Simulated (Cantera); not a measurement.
Cantera with NASA thermochemical tables; ideal gases at 1 bar, condensed phases pure. Values are per mole of reaction as written; species without (g) are pure solids or liquids, kept so even where they would boil at 1 bar. ZrN: taken at fixed stoichiometry.

6 ZrO2 + 3 N2O(g) → 6 ZrN + 5 O3(g)

```csv
T (K),ΔH° (kJ),ΔS° (J/K),ΔG° (kJ),log10 K
1675,4795.0,405.4,4116.0,-128.35
1725,(withheld),(withheld),(withheld),(withheld)
1775,4798.6,407.5,4075.3,-119.93
1825,4800.9,408.8,4054.9,-116.06
1875,4803.6,410.2,4034.5,-112.39
1925,(withheld),(withheld),(withheld),(withheld)
1975,4810.0,413.5,3993.3,-105.61
```

Q: What belongs in the gaps?

A: 
- 1725, ΔH° (kJ): 4796.7
- 1725, ΔS° (J/K): 406.4
- 1725, ΔG° (kJ): 4095.7
- 1725, log10 K: -124.02
- 1925, ΔH° (kJ): 4806.6
- 1925, ΔS° (J/K): 411.8
- 1925, ΔG° (kJ): 4013.9
- 1925, log10 K: -108.92
